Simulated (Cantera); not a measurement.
A perfectly stirred reactor is fed with C3H8 : H2 = 1 : 1.5 (molar parts), at 10.00 Torr; it is held at 1873 K, and followed from long to short residence time.

Detailed kinetics in Cantera: GRI-Mech 3.0 (53 species, 325 reactions). GRI-Mech 3.0 was tuned for natural gas; its chemistry of propane as a main component is partial and can be far from experiment. GRI-Mech 3.0 stops at C3 and has no aromatics, soot or wall deposition, so with more carbon than oxygen in the feed, carbon stays in small species such as C2H2 where larger ones or solid carbon would form. Radical loss at walls, strong at low pressure, is not modelled.

One state of this run: x C3H8 = 4.15e-5; x H2 = 0.698; x C2H = 1.68e-5; x CH2 = 1.19e-5; x C2H4 = 0.000801; x C2H2 = 0.263; x C2H6 = 1.12e-5. x: mole fraction; the columns are a selection and need not sum to one.

Which value of τ (s) does it belong to?
(A) 0.22
(B) 0.0069
(C) 1.2
(D) 0.016

A, 0.22
